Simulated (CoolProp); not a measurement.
Computed with CoolProp (reference Helmholtz-energy equation of state, Thol 2021).

### Question
Give the vapour pressure (bar), liquid density (kg/m³), vapour density (kg/m³), enthalpy of vaporisation (kJ/kg) of saturated chlorine at 347.9, 355.3, 392.6 K.

### Answer
```csv
T (K),p (bar),liquid density (kg/m³),vapour density (kg/m³),enthalpy of vaporisation (kJ/kg)
347.9,24.4,1220,77.9,201
355.3,28.2,1190,90.7,192
392.6,53.2,999,197,133
```
